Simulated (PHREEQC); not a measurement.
Make-up at 10 °C: 0.063 mol/kgw H2SO4, 4.2e-05 mol/kgw ZnSO4 and 0.24 mol/kgw MnSO4. Closed to the air; pH follows from the charge balance.

All values are PHREEQC results (ion-association model, phreeqc.dat), not measurements.

```
quantity                   before    after
------------------------  -------  -------
pH                           1.46     1.87
ionic strength (mol/kgw)    0.596    0.416
SO4-2 (mol/kgw)             0.124   0.0658
HSO4- (mol/kgw)            0.0810    0.108
Zn+2 (mol/kgw)            1.55e-5  2.13e-5
ZnSO4 (mol/kgw)           1.44e-5  1.58e-5
```

Problem. What was changed between the two runs?
A. temperature from 10 to 85 °C
B. temperature from 10 to 35 °C
C. diluted 2-fold with water
D. MnSO4 replaced by KHSO4 at the same molality
E. H2SO4 left out

Solution. A, temperature from 10 to 85 °C

Precipitation was switched off in this run. At this temperature some constants are extrapolated from 25 °C, and those without enthalpy data are left unchanged.
